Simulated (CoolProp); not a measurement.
Vapour-liquid equilibrium of CH2F2 (R32) (1) + fluoroethane (R161) (2) at 171.8 K; x and y are mole fractions of (1).

Model: multi-fluid Helmholtz-energy mixture model, Tillner-Roth 1997 and Wu 2012; pair parameters Bell 2016, in CoolProp.

```tsv
x	bubble pressure (kPa)	y at the bubble point	dew pressure at overall composition x (kPa)	liquid density (mol/L)
0.05	1.640	0.154	1.513	19.03
0.15	1.943	0.354	(withheld)	19.55
0.25	2.188	0.483	(withheld)	20.10
0.35	(withheld)	0.579	1.936	20.69
0.45	2.578	0.658	2.121	21.32
0.55	2.743	(withheld)	2.330	21.99
0.65	2.896	0.789	2.560	22.72
0.75	3.041	0.849	2.802	23.51
0.85	(withheld)	0.909	3.043	24.36
0.95	3.309	(withheld)	3.269	25.30
```

### Question
Fill in the missing entries.

### Answer

- 0.15, dew pressure at overall composition x (kPa): 1.635
- 0.25, dew pressure at overall composition x (kPa): 1.775
- 0.35, bubble pressure (kPa): 2.396
- 0.55, y at the bubble point: 0.726
- 0.85, bubble pressure (kPa): 3.178
- 0.95, y at the bubble point: 0.969

No azeotrope shows between x = 0.05 and 0.95.

Pair parameters are fitted to limited data, so mixtures are less certain than the pure fluids.
